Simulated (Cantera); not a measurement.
Source: NASA polynomial tables (part measured, part estimated), evaluated in Cantera. Values are per mole of reaction as written; species without (g) are pure solids or liquids, kept so even where they would boil at 1 bar.

12 OH(g) + 3 FeS₂ ⇌ 3 Fe + 6 H₂S(g) + 4 O₃(g), with ΔH° = 486.5 kJ and ΔS° = -91.7 J/K at 300 K.

How far is the shortcut ΔG° ≈ ΔH°(300 K) − T·ΔS°(300 K) from the full temperature-dependent value at 450, 500, 550, 600, 650, 700 K?


| T (K) | shortcut (kJ) | full (kJ) | difference (kJ) | difference in log10 K |
|---|---|---|---|---|
| 450 | 527.7 | 530.9 | -3.2 | 0.37 |
| 500 | 532.3 | 537.6 | -5.3 | 0.56 |
| 550 | 536.9 | 544.7 | -7.8 | 0.74 |
| 600 | 541.5 | 552.0 | -10.5 | 0.91 |
| 650 | 546.1 | 559.5 | -13.4 | 1.08 |
| 700 | 550.7 | 567.1 | -16.4 | 1.23 |
The shortcut ignores the heat-capacity change of the reaction.
